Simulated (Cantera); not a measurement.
# Adiabatic ignition

An adiabatic, constant-volume homogeneous reactor starts with 5.80 % CH4, 0.504 % C2H6, 0.928 % C3H8, 18.0 % O2, 67.8 % N2, 6.96 % H2O, equivalence ratio 1.0, at 1648 K and 10500 Torr.

Cantera simulation using GRI-Mech 3.0 (53 species, 325 reactions); the numbers are that mechanism's predictions, not measurements. GRI-Mech 3.0 was tuned for natural gas; its chemistry of propane as a main component is partial and can be far from experiment. The pressure lies above the range GRI-Mech 3.0 was tuned for (to about 10 atm). Above 3000 K some thermodynamic fits are extrapolated.

| t (s) | T (K) | P (bar) | x CH4 | x C2H6 | x C3H8 | x CH3 | x H2O2 | x HO2 | x C2H4 |
|---|---|---|---|---|---|---|---|---|---|
| 3.00e-6 | 1658 | 14.2 | 0.0550 | 0.00482 | 0.00607 | 0.00127 | 1.60e-5 | 0.000201 | 0.00420 |
| 1.44e-5 | 3122 | 27.9 | <1e-12 | <1e-12 | <1e-12 | 1.65e-12 | 2.94e-6 | 2.80e-5 | <1e-12 |
| 6.89e-5 | 3102 | 27.8 | <1e-12 | <1e-12 | <1e-12 | 1.80e-12 | 2.60e-6 | 2.35e-5 | <1e-12 |
| 0.000330 | 3100 | 27.7 | <1e-12 | <1e-12 | <1e-12 | 1.82e-12 | 2.57e-6 | 2.30e-5 | <1e-12 |
| 0.00158 | 3100 | 27.7 | <1e-12 | <1e-12 | <1e-12 | 1.82e-12 | 2.57e-6 | 2.30e-5 | <1e-12 |
| 0.00758 | 3100 | 27.7 | <1e-12 | <1e-12 | <1e-12 | 1.82e-12 | 2.57e-6 | 2.30e-5 | <1e-12 |
| 0.0363 | 3100 | 27.7 | <1e-12 | <1e-12 | <1e-12 | 1.82e-12 | 2.57e-6 | 2.30e-5 | <1e-12 |
| 0.174 | 3100 | 27.7 | <1e-12 | <1e-12 | <1e-12 | 1.82e-12 | 2.57e-6 | 2.30e-5 | <1e-12 |
| 0.835 | 3100 | 27.7 | <1e-12 | <1e-12 | <1e-12 | 1.82e-12 | 2.57e-6 | 2.30e-5 | <1e-12 |
| 4.00 | 3100 | 27.7 | <1e-12 | <1e-12 | <1e-12 | 1.82e-12 | 2.57e-6 | 2.30e-5 | <1e-12 |
x: mole fraction; the columns are a selection and need not sum to one.

The time of steepest temperature rise is 7.84 µs, the temperature at 4.00 s is 3100 K and the equilibrium temperature comes out as 3100 K. The x(CH4) at 4.00 s is <1e-12 (gas-phase equilibrium <1e-12) and the x(C2H6) at 4.00 s is <1e-12 (gas-phase equilibrium <1e-12). The x(C3H8) at 4.00 s is <1e-12 (gas-phase equilibrium <1e-12).
